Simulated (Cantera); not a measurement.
Input: 1 mol HBr, 0.27 mol O2, at 2873.15 K and 54.0 bar.

Method: chemical equilibrium by Gibbs-energy minimisation in Cantera with the NASA 1993 tables (ideal gas, pure condensed phases). Candidate condensed phases: Br2, H2O; 12 gas species. The ideal-gas law is rough above about 30 bar. Equilibrium is a limit: real reactors are often held back by kinetics, nucleation or transport.

Base state: Br 0.397, HBr 0.241, H2O 0.227, O2 0.0709, Br2 0.0409, OH 0.0169, H2 0.00333, O 0.00261 (mole fractions); condensed: gas only.

### Question
What changes in the equilibrium state with this change: pressure from 54.0 bar to 0.000160 bar?

### Answer
```json
[
 {"species": "Br", "before": "0.397", "after": "0.396"},
 {"species": "H", "before": "0.000826", "after": "0.389"},
 {"species": "O", "before": "0.00261", "after": "0.209"},
 {"species": "HBr", "before": "0.241", "after": "0.000336"},
 {"species": "H2O", "before": "0.227", "after": "3.56e-5"},
 {"species": "Br2", "before": "0.0409", "after": "1.21e-7"},
 {"species": "O2", "before": "0.0709", "after": "0.00135"},
 {"species": "OH", "before": "0.0169", "after": "0.00189"},
 {"species": "HO2", "before": "6.04e-5", "after": "1.61e-9"},
 {"species": "H2", "before": "0.00333", "after": "0.00219"}
]
```

### Question
What changes in the equilibrium state with this change: temperature from 2873.15 K to 1373.15 K?

### Answer
```json
[
 {"species": "H2O", "before": "0.227", "after": "0.453"},
 {"species": "Br2", "before": "0.0409", "after": "0.447"},
 {"species": "HBr", "before": "0.241", "after": "0.0539"},
 {"species": "Br", "before": "0.397", "after": "0.0130"},
 {"species": "OH", "before": "0.0169", "after": "1.16e-5"},
 {"species": "O2", "before": "0.0709", "after": "0.0327"},
 {"species": "H", "before": "0.000826", "after": "<1e-9"},
 {"species": "O", "before": "0.00261", "after": "1.52e-8"},
 {"species": "H2", "before": "0.00333", "after": "1.01e-7"},
 {"species": "HO2", "before": "6.04e-5", "after": "1.04e-7"}
]
```

### Question
What changes in the equilibrium state with this change: O2 from 0.27 to 0.09 mol?

### Answer
| species | before | after |
|---|---|---|
| HBr | 0.241 | 0.497 |
| Br | 0.397 | 0.302 |
| H2O | 0.227 | 0.147 |
| O2 | 0.0709 | 0.000549 |
| H2 | 0.00333 | 0.0245 |
| OH | 0.0169 | 0.00402 |
| Br2 | 0.0409 | 0.0236 |
| HO2 | 6.04e-5 | 1.27e-6 |
| O | 0.00261 | 0.000229 |
